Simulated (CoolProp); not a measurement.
A simple Rankine cycle with n-octane: condensing at 333.15 K, boiler at 0.137 MPa, turbine inlet 425.1 K, turbine efficiency 0.9, pump efficiency 0.8, no recuperator. Each further row changes one setting.

Model: reference Helmholtz-energy equation of state, Beckmüller 2019, in CoolProp.

```csv
case,thermal efficiency (%),net work (kJ/kg),heat in (kJ/kg),turbine exit temperature (K),volume ratio over the turbine
as stated,12.7,66.4,521,390.9,12.7
turbine inlet 445.1 K,12.3,70.0,567,411.0,12.6
condensing temperature 325.15 K,13.9,75.3,540,386.5,17.9
boiler pressure 0.0959 MPa,11.1,58.0,524,396.0,8.83
turbine efficiency 0.8,11.3,59.0,521,394.5,12.8
```
